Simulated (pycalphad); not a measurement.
Source of the numbers: pycalphad with the COST 507 light-alloy database (1999); pressure 1 atm. The data set is of 1999 and partly superseded. Phase fractions are per mole of atoms. Kinetics are ignored, which matters at the lower temperatures.

### Question
Give the equilibrium state of Si-45.5C (at.%) at 900 K.

### Answer
CSI, fraction 0.910, with 50.0 C at.%; diamond (Si), fraction 0.090, with <0.01 C at.%.

### Question
Give the equilibrium state of Si-45.5C (at.%) at 1800 K.

### Answer
CSI, fraction 0.910, with 50.0 C at.%; liquid, fraction 0.090, with 0.01 C at.%.

Database names, with the compositions (at.%) that they take in these runs: CSI: Si 50 C 50.
